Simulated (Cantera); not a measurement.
## Equilibrium for carbothermic reduction: Fe₂O₃ + CO + N₂

Input: 1 mol Fe₂O₃, 1.3 mol CO, 1.9 mol N₂, at 0.000650 bar.

Method: chemical equilibrium by Gibbs-energy minimisation in Cantera with the NASA 1993 tables (ideal gas, pure condensed phases). Candidate condensed phases: C, Fe, Fe(CO)₅, FeO, Fe₂O₃, Fe₃O₄; 27 gas species. The tables' stoichiometric FeO is somewhat more stable than real wüstite, so its field is too wide. FeO: taken at fixed stoichiometry. Rates play no part.

From 1075 K to 1575 K the condensed part is FeO(s). From 1675 K to 1775 K the condensed part is FeO(l).

| T (K) | log p N₂ | log p CO₂ | log p CO | log p Fe | n FeO(s) | n FeO(l) |
|---|---|---|---|---|---|---|
| 1075 | -3.41 | -3.69 | -4.22 | -13.51 | 2.00 | 0 |
| 1175 | -3.41 | -3.69 | -4.22 | -11.88 | 2.00 | 0 |
| 1275 | -3.41 | -3.69 | -4.22 | -10.52 | 2.00 | 0 |
| 1375 | -3.41 | -3.69 | -4.22 | -9.36 | 2.00 | 0 |
| 1475 | -3.41 | -3.69 | -4.22 | -8.37 | 2.00 | 0 |
| 1575 | -3.41 | -3.69 | -4.22 | -7.50 | 2.00 | 0 |
| 1675 | -3.41 | -3.69 | -4.22 | -6.75 | 0 | 2.00 |
| 1775 | -3.41 | -3.69 | -4.22 | -6.12 | 0 | 2.00 |
log p: log10 of the partial pressure in bar; n: condensed amount in mol.
